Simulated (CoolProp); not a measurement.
A closed Brayton cycle with nitrogen: compressor inlet 316.15 K and 3.8 MPa, high pressure 12 MPa, turbine inlet 910 K, compressor efficiency 0.85, turbine efficiency 0.85, recuperator effectiveness 0.9 (on enthalpy, no pinch check). Each further row changes one setting.

The numbers come from the reference Helmholtz-energy equation of state, Span 2000 in CoolProp.

```csv
case,thermal efficiency (%),net work (kJ/kg),compressor to turbine work,compressor exit (K),turbine exit (K)
as stated,30.3,80.1,0.66,462.3,707.3
turbine inlet 860 K,27.2,67.0,0.70,462.3,(withheld)
compressor inlet 326.15 K,(withheld),(withheld),(withheld),476.7,707.3
high pressure 10.2 MPa,31.7,(withheld),0.63,438.6,(withheld)
recuperator effectiveness 0.5,(withheld),80.1,0.66,462.3,707.3
```

Question: What belongs in the gaps?

Answer: 
- turbine inlet 860 K, turbine exit (K): 666.7
- compressor inlet 326.15 K, thermal efficiency (%): 28.6
- compressor inlet 326.15 K, net work (kJ/kg): 75.0
- compressor inlet 326.15 K, compressor to turbine work: 0.68
- high pressure 10.2 MPa, net work (kJ/kg): 76.2
- high pressure 10.2 MPa, turbine exit (K): 732.8
- recuperator effectiveness 0.5, thermal efficiency (%): 21.6
